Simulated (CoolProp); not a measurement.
Properties of R1224YDZ along the isotherm 473.1 K.

Values from CoolProp's reference Helmholtz-energy equation of state, Akasaka 2023.

```tsv
p (bar)	phase	density (kg/m³)	isothermal compressibility (1/MPa)	expansivity (1/kK)
3.85	gas	14.96	2.675	2.342
7.69	gas	30.82	1.383	2.607
11.5	gas	47.61	0.9576	2.917
15.4	gas	66.07	0.7436	3.294
19.2	gas	85.48	0.6218	3.735
23.1	gas	107.1	0.5417	4.285
26.9	gas	130.2	0.4892	4.942
30.8	gas	156.4	0.4522	5.780
34.6	supercritical	184.8	0.4281	6.807
38.5	supercritical	217.7	0.4130	8.159
42.3	supercritical	254.3	0.4071	9.891
46.2	supercritical	298.2	0.4108	12.31
50	supercritical	349.4	0.4241	15.58
```
